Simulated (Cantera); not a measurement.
An adiabatic, constant-pressure homogeneous reactor starts with H₂ : O₂ : N₂ = 1 : 0.333 : 1.3 (molar parts), equivalence ratio 1.5, at 1425 K and 150000 Pa.

Model: the H2/O2 subset of GRI-Mech 3.0, which has no nitrogen chemistry, integrated in Cantera.

x: mole fraction; the columns are a selection and need not sum to one.

```json
[
 {"t (s)": "4.00e-6", "T (K)": "1425", "x H₂": "0.380", "x O₂": "0.126", "x H₂O₂": "[?]", "x H₂O": "1.52e-5", "x HO₂": "1.55e-6", "x H": "1.37e-5"},
 {"t (s)": "8.66e-6", "T (K)": "1430", "x H₂": "0.374", "x O₂": "0.124", "x H₂O₂": "[?]", "x H₂O": "0.00413", "x HO₂": "5.93e-5", "x H": "0.00339"},
 {"t (s)": "1.88e-5", "T (K)": "2123", "x H₂": "0.124", "x O₂": "0.00945", "x H₂O₂": "[?]", "x H₂O": "0.211", "x HO₂": "6.66e-6", "x H": "0.103"},
 {"t (s)": "4.06e-5", "T (K)": "2527", "x H₂": "0.135", "x O₂": "0.00495", "x H₂O₂": "[?]", "x H₂O": "0.234", "x HO₂": "3.10e-6", "x H": "0.0617"},
 {"t (s)": "8.80e-5", "T (K)": "2764", "x H₂": "0.139", "x O₂": "0.00255", "x H₂O₂": "1.86e-7", "x H₂O": "0.251", "x HO₂": "2.00e-6", "x H": "0.0393"},
 {"t (s)": "0.000191", "T (K)": "2850", "x H₂": "0.140", "x O₂": "0.00176", "x H₂O₂": "1.82e-7", "x H₂O": "0.258", "x HO₂": "1.59e-6", "x H": "0.0314"},
 {"t (s)": "0.000413", "T (K)": "2857", "x H₂": "0.140", "x O₂": "0.00170", "x H₂O₂": "1.81e-7", "x H₂O": "0.259", "x HO₂": "1.55e-6", "x H": "0.0307"},
 {"t (s)": "0.000894", "T (K)": "2857", "x H₂": "0.140", "x O₂": "0.00170", "x H₂O₂": "1.81e-7", "x H₂O": "0.259", "x HO₂": "1.55e-6", "x H": "0.0307"},
 {"t (s)": "0.00194", "T (K)": "2857", "x H₂": "0.140", "x O₂": "0.00170", "x H₂O₂": "1.81e-7", "x H₂O": "0.259", "x HO₂": "1.55e-6", "x H": "0.0307"},
 {"t (s)": "0.00420", "T (K)": "2857", "x H₂": "0.140", "x O₂": "0.00170", "x H₂O₂": "1.81e-7", "x H₂O": "0.259", "x HO₂": "1.55e-6", "x H": "0.0307"},
 {"t (s)": "0.00909", "T (K)": "2857", "x H₂": "0.140", "x O₂": "0.00170", "x H₂O₂": "1.81e-7", "x H₂O": "0.259", "x HO₂": "1.55e-6", "x H": "0.0307"},
 {"t (s)": "0.0197", "T (K)": "2857", "x H₂": "0.140", "x O₂": "0.00170", "x H₂O₂": "1.81e-7", "x H₂O": "0.259", "x HO₂": "1.55e-6", "x H": "0.0307"},
 {"t (s)": "0.0426", "T (K)": "2857", "x H₂": "0.140", "x O₂": "0.00170", "x H₂O₂": "1.81e-7", "x H₂O": "0.259", "x HO₂": "1.55e-6", "x H": "0.0307"},
 {"t (s)": "0.0923", "T (K)": "2857", "x H₂": "0.140", "x O₂": "0.00170", "x H₂O₂": "1.81e-7", "x H₂O": "0.259", "x HO₂": "1.55e-6", "x H": "0.0307"},
 {"t (s)": "0.200", "T (K)": "2857", "x H₂": "0.140", "x O₂": "0.00170", "x H₂O₂": "1.81e-7", "x H₂O": "0.259", "x HO₂": "1.55e-6", "x H": "0.0307"}
]
```

Question: Complete the blanks.

Answer: 
- 4.00e-6, x H₂O₂: 3.26e-8
- 8.66e-6, x H₂O₂: 1.50e-6
- 1.88e-5, x H₂O₂: 5.12e-7
- 4.06e-5, x H₂O₂: 2.14e-7
